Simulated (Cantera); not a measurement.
A Cantera script and what it prints.

```python
import numpy as np
import cantera as ct

gas_names = """
    H HO2 H2 H2O H2O2 Nb NbO NbO2 O OH O2 O3
""".split()
cond_names = """
    H2O(s) H2O(L) Nb(cr) Nb(L) NbO(s) NbO(L) NbO2(I) NbO2(II) NbO2(III) NbO2(L) Nb2O5(s) Nb2O5(L)
""".split()


# ... load() reads the species with a 1 bar reference pressure and builds the phases ...
atoms = {
    'Nb2O5': {'Nb': 2, 'O': 5},
    'H2': {'H': 2},
}
top_T = {}  # K; cautious upper limits of use, not melting points


# ... equilibrate(T, P, feed) seeds the gas with the atoms and calls Mixture.equilibrate('TP', solver="vcs", rtol=1e-11, max_steps=5000) ...
results = []
feed = {'Nb2O5': 1, 'H2': 0.7}  # mol
T = 1448.15  # K
P = 12000  # Pa
mix = equilibrate(T, P, feed)
results.append((T, P, feed, dict(zip(mix.species_names, mix.species_moles))))
x = sorted(zip(gas.X, gas.species_names), reverse=True)
print(f"T = {T:g} K  P = {P:g} Pa  gas = {mix.phase_moles(0):.4g} mol")
print("   x: " + "  ".join(f"{s} {v:.3e}" for v, s in x if v > 0.0001))
print("   condensed (mol): " + ("  ".join(f"{mix.phase(i).name} {mix.phase_moles(i):.4g}"
      for i in range(1, mix.n_phases) if mix.phase_moles(i) > 1e-12) or "none"))
```

Result:

```
T = 1448.15 K  P = 12000 Pa  gas = 0.7 mol
   x: H2 9.290e-01  H2O 7.095e-02
   condensed (mol): NbO2(III) 0.09933  Nb2O5(s) 0.9503
```

Cantera equilibrium calculation (NASA polynomials, part measured and part estimated; ideal gas, pure solids and liquids). Mutual solubility and eutectic melting of coexisting phases are not modelled. Condensed phases not in the tables: the oxides between NbO2 and Nb2O5.
